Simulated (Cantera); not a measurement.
## Pyrogenic steam for wet oxidation

An isothermal, constant-pressure homogeneous reactor starts with H2 : O2 : N2 = 0.81 : 1 : 7.5 (molar parts), at 1350 K and 0.240 bar.

Computed with Cantera and GRI-Mech 3.0 (53 species, 325 reactions). The temperature is held fixed by assumption; the heat of reaction is taken as removed at once.

| t (s) | x H2 | x O2 | x H2O | x NO2 | x H2O2 | x NO |
|---|---|---|---|---|---|---|
| 2.00e-5 | 0.0870 | 0.107 | 5.76e-8 | <1e-12 | 1.50e-10 | <1e-12 |
| 7.10e-5 | 0.0870 | 0.107 | 1.33e-5 | <1e-12 | 2.31e-9 | <1e-12 |
| 0.000252 | 0.00812 | 0.0671 | 0.0619 | 1.67e-10 | 6.89e-7 | 2.98e-6 |
| 0.000894 | 0.00377 | 0.0662 | 0.0808 | 1.18e-9 | 7.74e-7 | 1.17e-5 |
| 0.00317 | 0.000459 | 0.0665 | 0.0898 | 7.02e-9 | 3.71e-7 | 1.29e-5 |
| 0.0113 | 3.19e-5 | 0.0667 | 0.0908 | 2.99e-8 | 7.63e-8 | 1.30e-5 |
| 0.0400 | 3.88e-6 | 0.0668 | 0.0909 | 3.41e-8 | 1.59e-8 | 1.29e-5 |
| 0.142 | 7.59e-7 | 0.0668 | 0.0909 | 2.49e-8 | 3.97e-9 | 1.30e-5 |
| 0.504 | 2.24e-7 | 0.0668 | 0.0909 | 2.66e-8 | 1.33e-9 | 1.30e-5 |
| 1.79 | 1.49e-7 | 0.0668 | 0.0910 | 3.16e-8 | 9.21e-10 | 1.30e-5 |
| 6.35 | 1.48e-7 | 0.0668 | 0.0910 | 3.18e-8 | 9.14e-10 | 1.30e-5 |
| 22.5 | 1.48e-7 | 0.0668 | 0.0910 | 3.18e-8 | 9.14e-10 | 1.30e-5 |
| 80.0 | 1.48e-7 | 0.0668 | 0.0910 | 3.18e-8 | 9.14e-10 | 1.30e-5 |
x: mole fraction; the columns are a selection and need not sum to one.

Equilibrium at this temperature and pressure: H2 1.48e-7, O2 0.0667, H2O 0.0910, NO2 7.77e-7, H2O2 9.12e-10, NO 0.000317 (gas phase only).
